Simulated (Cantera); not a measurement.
## Equilibrium for silicon nitride deposition: SiF₄ + NH₃ + N₂

A closed system holds: 1 mol SiF₄, 0.13 mol NH₃, 2.1 mol N₂, at 0.00590 bar.

Method: chemical equilibrium by Gibbs-energy minimisation in Cantera with the NASA 1993 tables (ideal gas, pure condensed phases). Candidate condensed phases: Si, Si₃N₄; 37 gas species. The tables' values for SiF₃ are old estimates; treat these amounts as uncertain. The numbers say what is thermodynamically allowed, not how fast it happens.

| T (°C) | log p N₂ | log p SiF₄ | log p H₂ | log p HF | n Si₃N₄(s) |
|---|---|---|---|---|---|
| 777 | -2.42 | -2.76 | -3.47 | -5.53 | 6.39e-5 |
| 802 | -2.42 | -2.76 | -3.47 | -5.45 | 6.27e-5 |
| 827 | -2.42 | -2.76 | -3.47 | -5.38 | 5.33e-5 |
| 852 | -2.42 | -2.76 | -3.47 | -5.31 | 0 |
| 877 | -2.42 | -2.76 | -3.47 | -5.24 | 0 |
| 902 | -2.42 | -2.76 | -3.47 | -5.13 | 0 |
| 927 | -2.42 | -2.76 | -3.47 | -5.03 | 0 |
| 952 | -2.42 | -2.76 | -3.47 | -4.93 | 0 |
log p: log10 of the partial pressure in bar; n: condensed amount in mol.

From 777 °C to 827 °C the condensed part is Si₃N₄(s). From 852 °C to 952 °C nothing is condensed. The main Si-bearing gas is SiF₄ throughout.
